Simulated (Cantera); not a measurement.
What does this Cantera script print?

```python
import numpy as np
import cantera as ct

gas = ct.Solution("gri30.yaml")
gas.TPX = 1075, 130000, {'CH3OH': 1, 'O2': 0.714, 'N2': 2.69}
reactor = ct.IdealGasConstPressureReactor(gas, energy="on", clone=False)
net = ct.ReactorNet([reactor])
net.rtol, net.atol = 1e-08, 1e-16
show = ['CH3OH', 'O2', 'H', 'C2H2', 'OH', 'C2H6']
times = np.geomspace(5e-06, 1, 16)

steps = ct.SolutionArray(gas, extra=["t"])
rows = []
print(f"{'t/s':>10s}{'T/K':>9s}{'P/Pa':>11s}" + "".join(f"{s:>11s}" for s in show))
for t in times:
    while net.time < t:
        t_next = net.step()
        steps.append(gas.state, t=t_next)
    rows.append([np.interp(t, steps.t, y) for y in (steps.T, steps.P, *steps(*show).X.T)])
    print(f"{t:10.3e}{rows[-1][0]:9.1f}{rows[-1][1]:11.4g}" + "".join(f"{x:11.3e}" for x in rows[-1][2:]))
rate = np.gradient(steps.T, steps.t)
print("integrator steps:", len(steps.t))
if steps.T.max() > steps.T[0] + 200:
    print(f"time of steepest temperature rise: {steps.t[rate.argmax()]:.4e} s")
gas.TPX = 1075, 130000, {'CH3OH': 1, 'O2': 0.714, 'N2': 2.69}
gas.equilibrate("HP")
print(f"equilibrium (HP): T = {gas.T:.1f} K  " + "  ".join(f"{s} {gas[s].X[0]:.3e}" for s in show))
```

Output:

```
       t/s      T/K       P/Pa      CH3OH         O2          H       C2H2         OH       C2H6
 5.000e-06   1075.0    1.3e+05  2.271e-01  1.621e-01  1.087e-11  4.503e-21  7.977e-12  3.898e-17
 1.128e-05   1075.0    1.3e+05  2.271e-01  1.621e-01  1.112e-11  1.028e-20  7.992e-12  3.675e-16
 2.546e-05   1075.0    1.3e+05  2.271e-01  1.621e-01  1.148e-11  2.330e-20  8.014e-12  2.802e-15
 5.743e-05   1075.0    1.3e+05  2.271e-01  1.621e-01  1.179e-11  5.269e-20  8.033e-12  1.497e-14
 1.296e-04   1075.0    1.3e+05  2.271e-01  1.621e-01  1.190e-11  1.190e-19  8.041e-12  5.272e-14
 2.924e-04   1075.0    1.3e+05  2.271e-01  1.621e-01  1.196e-11  2.687e-19  8.047e-12  1.417e-13
 6.598e-04   1075.0    1.3e+05  2.271e-01  1.621e-01  1.207e-11  6.068e-19  8.074e-12  3.421e-13
 1.489e-03   1075.0    1.3e+05  2.271e-01  1.621e-01  1.242e-11  1.371e-18  8.273e-12  7.920e-13
 3.359e-03   1075.0    1.3e+05  2.271e-01  1.621e-01  1.379e-11  3.102e-18  9.827e-12  1.795e-12
 7.579e-03   1075.0    1.3e+05  2.271e-01  1.621e-01  2.033e-11  7.041e-18  1.957e-11  4.005e-12
 1.710e-02   1075.0    1.3e+05  2.270e-01  1.621e-01  5.040e-11  1.613e-17  6.885e-11  8.762e-12
 3.858e-02   1075.2    1.3e+05  2.269e-01  1.620e-01  3.530e-10  3.845e-17  5.862e-10  1.830e-11
 8.706e-02   2228.8    1.3e+05  1.256e-13  3.372e-06  2.174e-03  1.316e-14  4.827e-04  1.745e-22
 1.964e-01   2228.6    1.3e+05  1.257e-13  3.364e-06  2.173e-03  1.319e-14  4.821e-04  1.753e-22
 4.432e-01   2228.6    1.3e+05  1.258e-13  3.361e-06  2.172e-03  1.321e-14  4.818e-04  1.758e-22
 1.000e+00   2228.6    1.3e+05  1.258e-13  3.360e-06  2.172e-03  1.321e-14  4.818e-04  1.759e-22
integrator steps: 2435
time of steepest temperature rise: 6.6041e-02 s
equilibrium (HP): T = 2228.6 K  CH3OH 1.280e-13  O2 3.360e-06  H 2.172e-03  C2H2 1.483e-14  OH 4.818e-04  C2H6 2.190e-22
```

Computed with Cantera and GRI-Mech 3.0 (53 species, 325 reactions). GRI-Mech 3.0 was tuned for natural gas; its chemistry of methanol as a main component is partial and can be far from experiment.
